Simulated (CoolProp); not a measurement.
The fluid at 298.15 K and 0.0624 MPa is compressed adiabatically to 0.428 MPa with isentropic efficiency 0.75. The same conditions are run with several fluids, on thermodynamics alone (safety and materials aside).

Model: reference Helmholtz-energy equation of state of each fluid (R123: Younglove 1994; hydrogen sulfide: Lemmon 2006; R410A: Lemmon 2003; chloromethane (R40): Thol 2014; CF4 (R14): Platzer 1990), in CoolProp. The equations of Platzer and Polt are older, rougher fits. Blends and air are pseudo-pure fits.

Q: Rank R123, hydrogen sulfide, R410A, chloromethane (R40), CF4 (R14) by work (kJ/kg), highest first.

A: hydrogen sulfide (236), chloromethane (R40) (150), R410A (98.9), CF4 (R14) (81.9), R123 (42.5)

```
fluid                final temperature (K)  final density (kg/m³)
-------------------  ---------------------  ---------------------
R123                                 365.2                   23.8
hydrogen sulfide                     524.1                   3.36
R410A                                411.2                   9.24
chloromethane (R40)                  463.0                   5.71
CF4 (R14)                            405.9                   11.2
```
